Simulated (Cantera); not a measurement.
Al + O2 + N2 (aluminium nitride and oxide growth)

Feed: 1 mol Al, 15 mol O2, 280 mol N2, held at 2023.15 K and 4.95 Torr.

These are equilibrium values from Cantera (NASA tables, ideal gas, pure condensed phases), not measurements of a reactor. Candidate condensed phases: Al, AlN, Al2O3; 16 gas species. Equilibrium is a limit: real reactors are often held back by kinetics, nucleation or transport.

```yaml
x(N2): 0.949
x(O2): 0.0453
x(NO): 0.00415
x(O): 0.00209
n(Al2O3(s)): 0.500 mol
gas_amount: 294.6 mol
log10 activity of Al(l) (absent): -10.60
```
